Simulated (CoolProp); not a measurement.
Vapour-liquid equilibrium of cis-2-butene (1) + ethanol (2) at 64.35 °C; x and y are mole fractions of (1).

Model: multi-fluid Helmholtz-energy mixture model, Lemmon 2005 and Schroeder 2014; pair parameters Bell 2016, in CoolProp.

Question: Give the bubble pressure and the first vapour's composition at x = 0.2, 0.35, 0.425. Is there an azeotrope?

Answer: x = 0.2: 436.5 kPa, y = 0.880; x = 0.35: 542.5 kPa, y = 0.908; x = 0.425: 558.5 kPa, y = 0.912. No azeotrope shows between x = 0.05 and 0.95.

The pair parameters rest on a limited set of measurements; away from them the model extrapolates. With so large a gap from Raoult's law the liquid may split in two, which this calculation doesn't test in full.
